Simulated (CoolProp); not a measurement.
A single-stage vapour-compression cycle with cyclopropane: evaporating at 319.15 K (dew point), condensing at 366.15 K (bubble point), superheat 8 K, subcooling 5 K, compressor efficiency 0.9, no pressure losses. Each further row changes one setting.

Model: reference Helmholtz-energy equation of state, Polt 1992, in CoolProp. This equation is an older, rougher fit; its heat capacities, sound speeds and derivatives of the liquid may be far off and weren't checked against measurements.

| case | cooling COP | pressure ratio | discharge temperature (K) | refrigerating effect (kJ/kg) | volumetric capacity (kJ/m³) |
|---|---|---|---|---|---|
| as stated | 4.63 | 2.62 | 384.5 | 271 | 6170 |
| evaporating temperature 324.15 K | (withheld) | 2.34 | (withheld) | (withheld) | 7030 |
| condensing temperature 361.15 K | 5.40 | 2.40 | 378.7 | 286 | 6510 |
| subcooling 10 K | 4.90 | 2.62 | 384.5 | 286 | 6520 |
| superheat 18 K | 4.68 | 2.62 | 393.2 | 289 | 6250 |
| compressor efficiency 0.8 | (withheld) | 2.62 | 387.4 | 271 | 6170 |

Task: Fill in the missing entries.

Result: 
- evaporating temperature 324.15 K, cooling COP: 5.37
- evaporating temperature 324.15 K, discharge temperature (K): 383.2
- evaporating temperature 324.15 K, refrigerating effect (kJ/kg): 275
- compressor efficiency 0.8, cooling COP: 4.12
